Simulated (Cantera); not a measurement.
Ignition delay

Mixture: CO : H₂ : O₂ : N₂ : CO₂ = 1 : 1.2 : 1 : 3.76 : 0.23 (molar parts), at 200000 Pa, adiabatic and at constant pressure. Ignition delay is the time to a rise of 400 K.

Detailed kinetics in Cantera: GRI-Mech 3.0 (53 species, 325 reactions). Where the delays flatten at high temperature, the 400 K rule measures the pace of heat release, not the induction time.

| T0 (K) | delay (ms) |
|---|---|
| 1300 | 0.0188 |
| 1350 | 0.0156 |
| 1400 | 0.0134 |
| 1450 | 0.0119 |
| 1500 | 0.0107 |
| 1550 | 0.00995 |
